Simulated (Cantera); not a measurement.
Charge: 1 mol Si2H6, 2.1 mol HCl, 280 mol N2, at 898.15 K and 3300 Pa.

These are equilibrium values from Cantera (NASA tables, ideal gas, pure condensed phases), not measurements of a reactor. Candidate condensed phases: NH4Cl, Si, Si3N4; 28 gas species. The feed counts by its element totals alone. N2 is the only nitrogen source here; it is nearly inert below about 1500 K, so the nitride shown seldom forms there in practice. Equilibrium is a limit: real reactors are often held back by kinetics, nucleation or transport.

Q: What is the equilibrium state?

A: 
| Item | Value |
|---|---|
| x(N2) | 0.982 |
| x(H2) | 0.0106 |
| x(HCl) | 0.00738 |
| x(SiCl4) | 4.11e-6 |
| n(Si3N4(s)) | 0.666 mol |
| gas amount | 283.8 mol |
| log10 activity of Si(s) (absent) | -7.67 |
